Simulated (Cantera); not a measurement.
## Al(CH3)3 + O2 + N2 + CO2 (aluminium nitride and oxide growth)

Input: 1 mol Al(CH3)3, 0.24 mol O2, 2.4 mol N2, 0.0016 mol CO2, equilibrated at 0.100 bar.

Cantera equilibrium calculation (NASA polynomials, part measured and part estimated; ideal gas, pure solids and liquids). Candidate condensed phases: Al, AlN, Al2O3, C, C6H6, C7H8, C8H18, H2O; 148 gas species. The feed counts by its element totals alone. Mutual solubility and eutectic melting of coexisting phases are not modelled. Rates play no part.

```csv
T (K),x H2,x N2,x CO,x HCN,x CH4,x H,x HNC,x C2H2 (acetylene),n AlN(s),n Al2O3(s),n C(graphite)
1348,0.683,0.311,0.00569,0.000148,0.000272,6.05e-6,1.44e-6,8.21e-7,0.703,0.149,2.96
1373,0.682,0.310,0.00824,0.000182,0.000234,8.69e-6,1.96e-6,1.18e-6,0.714,0.143,2.94
1398,0.680,0.308,0.0118,0.000223,0.000202,1.23e-5,2.64e-6,1.67e-6,0.730,0.135,2.92
1423,0.678,0.305,0.0166,0.000271,0.000175,1.73e-5,3.52e-6,2.33e-6,0.751,0.124,2.89
1448,0.675,0.301,0.0231,0.000326,0.000152,2.39e-5,4.62e-6,3.21e-6,0.780,0.110,2.84
1473,0.671,0.297,0.0317,0.000389,0.000132,3.28e-5,6.00e-6,4.37e-6,0.820,0.0902,2.79
1498,0.666,0.291,0.0430,0.000459,0.000115,4.43e-5,7.69e-6,5.87e-6,0.871,0.0643,2.71
1523,0.659,0.283,0.0575,0.000535,0.000100,5.93e-5,9.73e-6,7.79e-6,0.939,0.0303,2.60
1548,0.653,0.276,0.0702,0.000623,8.75e-5,7.87e-5,1.22e-5,1.03e-5,1.00,0,2.51
1573,0.653,0.276,0.0702,0.000733,7.83e-5,0.000104,1.55e-5,1.35e-5,1.00,0,2.51
1598,0.653,0.276,0.0702,0.000858,7.02e-5,0.000136,1.95e-5,1.76e-5,1.000,0,2.51
```
x: gas mole fraction; n: condensed amount in mol.

From 1348 K to 1523 K the condensed part is AlN(s) + Al2O3(s) + C(graphite). From 1548 K to 1598 K the condensed part is AlN(s) + C(graphite).
